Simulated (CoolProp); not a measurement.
Vapour-liquid equilibrium of hydrogen sulfide (1) + n-hexane (2) at 627 kPa; x and y are mole fractions of (1).

Values from CoolProp's multi-fluid Helmholtz-energy mixture model, Lemmon 2006 and Thol 2019; pair parameters Kunz 2012.

### Question
Give the bubble temperature and the first vapour's composition at x = 0.05, 0.5, 0.8. Is there an azeotrope?

### Answer
x = 0.05: 383.4 K, y = 0.471; x = 0.5: 271.5 K, y = 0.992; x = 0.8: 262.9 K, y = 0.997. No azeotrope shows between x = 0.05 and 0.95.

The pair parameters rest on a limited set of measurements; away from them the model extrapolates. The gap from Raoult's law changes sign with composition, which may be real or a fault of the pair parameters; it wasn't checked against measurements. With so large a gap from Raoult's law the liquid may split in two, which this calculation doesn't test in full.
